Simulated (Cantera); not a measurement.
## Tantalum, niobium, vanadium and zirconium in process gases: Zr + N2

A closed system holds: 1 mol Zr, 3 mol N2, at 2475 K and 0.0120 bar.

Cantera equilibrium calculation (NASA polynomials, part measured and part estimated; ideal gas, pure solids and liquids). Candidate condensed phases: Zr, ZrN; 4 gas species. ZrN: taken at fixed stoichiometry. Rates play no part.

```yaml
x(N2): 1.000
x(N): 2.11e-6
x(Zr): 2.03e-6
n(ZrN(s)): 1.000 mol
gas_amount: 2.500 mol
log10 activity of Zr(l) (absent): -1.94
```
